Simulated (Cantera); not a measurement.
## Premixed flame

A freely propagating, adiabatic, planar premixed flame of H₂ : O₂ : N₂ : H₂O = 1 : 0.658 : 2.47 : 0.36 (molar parts), equivalence ratio 0.76, unburnt at 450 K and 518 Torr; mixture-averaged transport, grid criteria slope 0.08 and curve 0.16, no radiation.

Computed with Cantera and the H2/O2 subset of GRI-Mech 3.0, which has no nitrogen chemistry. Burning velocities carry a grid error of a few per cent, more on coarse grids.

```csv
z (mm),T (K),u (m/s),x H₂,x O₂,x H₂O,x OH,x H,x HO₂
-1.76,450,2.57,0.223,0.147,0.0802,<1e-8,<1e-8,<1e-8
-1.17,450,2.57,0.223,0.147,0.0802,<1e-8,<1e-8,<1e-8
-0.879,450,2.57,0.223,0.147,0.0802,<1e-8,<1e-8,1.79e-8
-0.586,450,2.56,0.221,0.147,0.0804,<1e-8,<1e-8,6.53e-7
-0.293,478,2.67,0.206,0.149,0.0835,1.36e-5,9.51e-6,0.000169
-0.147,707,3.84,0.168,0.144,0.108,0.000643,0.00152,0.000301
0,1093,5.79,0.104,0.117,0.174,0.00181,0.0113,0.000120
0.147,1374,7.21,0.0485,0.0775,0.245,0.00560,0.0209,5.89e-5
0.293,1529,7.99,0.0272,0.0582,0.277,0.00888,0.0208,3.69e-5
0.586,1682,8.73,0.0192,0.0497,0.294,0.0111,0.0143,2.42e-5
1.17,1816,9.36,0.0144,0.0458,0.307,0.0113,0.00766,1.56e-5
2.34,1921,9.83,0.00915,0.0431,0.318,0.0100,0.00334,9.10e-6
4.69,1990,10.1,0.00482,0.0416,0.327,0.00775,0.00116,4.83e-6
```
x: mole fraction of selected species; z is measured from the peak of heat release.

The laminar burning velocity is 257 cm/s and the thermal thickness comes out as 0.586 mm. The peak x(OH) is 0.0114. The peak x(H) comes out as 0.0218. The peak x(HO₂) is 0.000383 and the grid points comes out as 112.
